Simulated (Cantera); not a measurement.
What does this Cantera script print?

```python
import numpy as np
import cantera as ct

gas_names = """
    H H2 N NH NH2 NH3 N2 N2H2 N2H4 Zr ZrN
""".split()
cond_names = """
    Zr(a) Zr(b) Zr(L) ZrN(s) ZrN(L)
""".split()


# ... load() reads the species with a 1 bar reference pressure and builds the phases ...
atoms = {
    'ZrN': {'Zr': 1, 'N': 1},
    'H2': {'H': 2},
}
top_T = {}  # K; cautious upper limits of use, not melting points


# ... equilibrate(T, P, feed) seeds the gas with the atoms and calls Mixture.equilibrate('TP', solver="vcs", rtol=1e-11, max_steps=5000) ...
results = []
feed = {'ZrN': 1, 'H2': 0.93}  # mol
P = 8400  # Pa
for T in [1875, 1975, 2075, 2175, 2275, 2375, 2475, 2575, 2675]:
    mix = equilibrate(T, P, feed)
    results.append((T, P, feed, dict(zip(mix.species_names, mix.species_moles))))
    x = sorted(zip(gas.X, gas.species_names), reverse=True)
    print(f"T = {T:g} K  P = {P:g} Pa  gas = {mix.phase_moles(0):.4g} mol")
    print("   x: " + "  ".join(f"{s} {v:.3e}" for v, s in x if v > 0.001))
    print("   condensed (mol): " + ("  ".join(f"{mix.phase(i).name} {mix.phase_moles(i):.4g}"
          for i in range(1, mix.n_phases) if mix.phase_moles(i) > 1e-12) or "none"))
```

It prints:

```
T = 1875 K  P = 8400 Pa  gas = 0.9311 mol
   x: H2 9.977e-01  H 2.259e-03
   condensed (mol): ZrN(s) 1
T = 1975 K  P = 8400 Pa  gas = 0.9322 mol
   x: H2 9.953e-01  H 4.710e-03
   condensed (mol): ZrN(s) 1
T = 2075 K  P = 8400 Pa  gas = 0.9343 mol
   x: H2 9.909e-01  H 9.148e-03
   condensed (mol): ZrN(s) 1
T = 2175 K  P = 8400 Pa  gas = 0.9378 mol
   x: H2 9.833e-01  H 1.670e-02
   condensed (mol): ZrN(s) 1
T = 2275 K  P = 8400 Pa  gas = 0.9436 mol
   x: H2 9.711e-01  H 2.887e-02
   condensed (mol): ZrN(s) 1
T = 2375 K  P = 8400 Pa  gas = 0.9526 mol
   x: H2 9.525e-01  H 4.749e-02
   condensed (mol): Zr(L) 4.579e-07  ZrN(s) 1
T = 2475 K  P = 8400 Pa  gas = 0.9661 mol
   x: H2 9.253e-01  H 7.467e-02
   condensed (mol): Zr(L) 1.266e-05  ZrN(s) 1
T = 2575 K  P = 8400 Pa  gas = 0.9856 mol
   x: H2 8.873e-01  H 1.126e-01
   condensed (mol): Zr(L) 8.231e-05  ZrN(s) 0.9998
T = 2675 K  P = 8400 Pa  gas = 1.013 mol
   x: H2 8.365e-01  H 1.630e-01
   condensed (mol): Zr(L) 0.0003881  ZrN(s) 0.9994
```

Method: chemical equilibrium by Gibbs-energy minimisation in Cantera with the NASA 1993 tables (ideal gas, pure condensed phases). Mutual solubility and eutectic melting of coexisting phases are not modelled. ZrN: taken at fixed stoichiometry. Condensed phases not in the tables: N, O or C dissolved in the metal.
